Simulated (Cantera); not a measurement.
# Equilibrium for halide evaporation, hydrolysis and transport: KCl + H2

A closed system holds: 1 mol KCl, 180 mol H2, equilibrated at 5.70e-5 bar.

Cantera equilibrium calculation (NASA polynomials, part measured and part estimated; ideal gas, pure solids and liquids). Candidate condensed phases: K, KCl; 10 gas species. Equilibrium is a limit: real reactors are often held back by kinetics, nucleation or transport.

| T (°C) | x H2 | x H | x KCl | x K |
|---|---|---|---|---|
| 600 | 0.995 | 6.18e-9 | 0.00528 | 4.99e-6 |
| 675 | 0.994 | 6.93e-8 | 0.00547 | 1.60e-5 |
| 750 | 0.994 | 5.47e-7 | 0.00548 | 4.26e-5 |
| 825 | 0.994 | 3.27e-6 | 0.00542 | 9.86e-5 |
| 900 | 0.994 | 1.56e-5 | 0.00532 | 0.000204 |
| 975 | 0.994 | 6.17e-5 | 0.00514 | 0.000383 |
| 1050 | 0.994 | 0.000209 | 0.00486 | 0.000661 |
| 1125 | 0.993 | 0.000624 | 0.00446 | 0.00106 |
| 1200 | 0.991 | 0.00167 | 0.00394 | 0.00158 |
| 1275 | 0.988 | 0.00405 | 0.00332 | 0.00219 |
| 1350 | 0.983 | 0.00907 | 0.00264 | 0.00285 |
| 1425 | 0.972 | 0.0189 | 0.00198 | 0.00349 |
| 1500 | 0.954 | 0.0368 | 0.00139 | 0.00402 |
| 1575 | 0.923 | 0.0675 | 0.000927 | 0.00440 |
x: gas mole fraction; nothing condenses.

From 600 °C to 1575 °C nothing is condensed. The main K-bearing gas is KCl at 600 °C and K at 1575 °C.
